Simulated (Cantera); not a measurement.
A closed system holds: 1 mol NaOH, 3.5 mol CO₂, at 1 atm.

Cantera equilibrium calculation (NASA polynomials, part measured and part estimated; ideal gas, pure solids and liquids). Candidate condensed phases: C, C₆H₆, C₇H₈, C₈H₁₈, H₂O, Na, NaOH, NaO₂, Na₂CO₃, Na₂O, Na₂O₂; 117 gas species. Equilibrium is a limit: real reactors are often held back by kinetics, nucleation or transport.

log p: log10 of the partial pressure in bar; n: condensed amount in mol.

```json
[
 {"T (K)": "773", "log p CO₂": "-0.06", "log p H₂O": "-0.84", "log p NaOH": "-11.35", "log p Na": "<-11", "log p O₂": "-9.77", "n Na₂CO₃(s)": "0.500", "n Na₂CO₃(l)": "0"},
 {"T (K)": "873", "log p CO₂": "-0.06", "log p H₂O": "-0.84", "log p NaOH": "-9.16", "log p Na": "<-11", "log p O₂": "-8.38", "n Na₂CO₃(s)": "0.500", "n Na₂CO₃(l)": "0"},
 {"T (K)": "973", "log p CO₂": "-0.06", "log p H₂O": "-0.84", "log p NaOH": "-7.44", "log p Na": "-11.51", "log p O₂": "-7.26", "n Na₂CO₃(s)": "0.500", "n Na₂CO₃(l)": "0"},
 {"T (K)": "1073", "log p CO₂": "-0.06", "log p H₂O": "-0.84", "log p NaOH": "___", "log p Na": "___", "log p O₂": "___", "n Na₂CO₃(s)": "0.500", "n Na₂CO₃(l)": "0"},
 {"T (K)": "1173", "log p CO₂": "-0.06", "log p H₂O": "-0.84", "log p NaOH": "-4.94", "log p Na": "-7.79", "log p O₂": "-5.57", "n Na₂CO₃(s)": "0", "n Na₂CO₃(l)": "0.500"},
 {"T (K)": "1273", "log p CO₂": "-0.06", "log p H₂O": "-0.84", "log p NaOH": "-4.04", "log p Na": "-6.42", "log p O₂": "-4.92", "n Na₂CO₃(s)": "0", "n Na₂CO₃(l)": "0.500"},
 {"T (K)": "1373", "log p CO₂": "-0.06", "log p H₂O": "-0.84", "log p NaOH": "___", "log p Na": "___", "log p O₂": "___", "n Na₂CO₃(s)": "0", "n Na₂CO₃(l)": "0.499"},
 {"T (K)": "1473", "log p CO₂": "-0.06", "log p H₂O": "-0.84", "log p NaOH": "-2.64", "log p Na": "-4.29", "log p O₂": "-3.86", "n Na₂CO₃(s)": "0", "n Na₂CO₃(l)": "0.496"},
 {"T (K)": "1573", "log p CO₂": "-0.06", "log p H₂O": "-0.86", "log p NaOH": "-2.09", "log p Na": "-3.44", "log p O₂": "-3.40", "n Na₂CO₃(s)": "0", "n Na₂CO₃(l)": "0.485"},
 {"T (K)": "1673", "log p CO₂": "-0.07", "log p H₂O": "-0.89", "log p NaOH": "-1.62", "log p Na": "-2.72", "log p O₂": "-2.95", "n Na₂CO₃(s)": "0", "n Na₂CO₃(l)": "0.454"},
 {"T (K)": "1773", "log p CO₂": "-0.08", "log p H₂O": "-0.98", "log p NaOH": "-1.24", "log p Na": "-2.09", "log p O₂": "-2.50", "n Na₂CO₃(s)": "0", "n Na₂CO₃(l)": "0.377"},
 {"T (K)": "1873", "log p CO₂": "-0.10", "log p H₂O": "-1.18", "log p NaOH": "-0.96", "log p Na": "-1.54", "log p O₂": "-2.05", "n Na₂CO₃(s)": "0", "n Na₂CO₃(l)": "0.212"}
]
```

Fill in the missing entries.


- 1073, log p NaOH: -6.05
- 1073, log p Na: -9.45
- 1073, log p O₂: -6.34
- 1373, log p NaOH: -3.29
- 1373, log p Na: -5.27
- 1373, log p O₂: -4.36
